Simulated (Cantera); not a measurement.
A perfectly stirred reactor is fed with H₂ : O₂ = 0.37 : 1 (molar parts), equivalence ratio 0.18, at 0.00266 atm; it is held at 1198 K, and followed from long to short residence time.

Computed with Cantera and the H2/O2 subset of GRI-Mech 3.0, which has no nitrogen chemistry. Radical loss at walls, strong at low pressure, is not modelled. The temperature is held fixed by assumption; the heat of reaction is taken as removed at once.

x: mole fraction; the columns are a selection and need not sum to one.

```csv
τ (s),x H₂,x O₂,x OH,x H₂O,x H₂O₂,x HO₂,x O
0.75,0.00612,0.659,0.00755,0.283,1.20e-7,2.32e-6,0.0254
0.39,…,0.646,…,0.268,…,2.31e-6,…
0.20,0.0112,0.631,0.00998,0.249,9.79e-8,2.23e-6,0.0487
0.11,…,0.617,0.0108,0.232,…,2.13e-6,…
0.055,0.0164,0.605,0.0115,0.214,8.03e-8,2.01e-6,0.0684
0.029,0.0195,0.600,0.0120,0.202,7.82e-8,1.94e-6,0.0723
0.015,0.0244,0.599,0.0126,0.192,8.11e-8,1.88e-6,0.0720
0.0077,0.0330,0.603,0.0134,0.180,8.87e-8,1.84e-6,0.0678
0.0040,0.0478,0.612,0.0143,0.165,9.94e-8,1.78e-6,0.0603
0.0021,0.0726,0.626,0.0147,0.144,1.09e-7,1.67e-6,0.0501
0.0011,0.114,0.649,0.0138,0.112,1.05e-7,1.49e-6,0.0371
```

Q: Some entries are withheld; supply them.

A: 
- 0.39, x H₂: 0.00851
- 0.39, x OH: 0.00882
- 0.39, x H₂O₂: 1.10e-7
- 0.39, x O: 0.0361
- 0.11, x H₂: 0.0136
- 0.11, x H₂O₂: 8.78e-8
- 0.11, x O: 0.0595
